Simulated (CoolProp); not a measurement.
Vapour-liquid equilibrium of benzene (1) + n-nonane (2) at 0.648 MPa; x and y are mole fractions of (1).

Values from CoolProp's multi-fluid Helmholtz-energy mixture model, Thol 2012 and Lemmon 2006; pair parameters Bell 2016.

### Question
Give the bubble temperature and the first vapour's composition at x = 0.05, 0.65, 0.8. Is there an azeotrope?

### Answer
x = 0.05: 502.3 K, y = 0.155; x = 0.65: 444.7 K, y = 0.871; x = 0.8: 437.2 K, y = 0.932. No azeotrope shows between x = 0.05 and 0.95.

Pair parameters are fitted to limited data, so mixtures are less certain than the pure fluids.
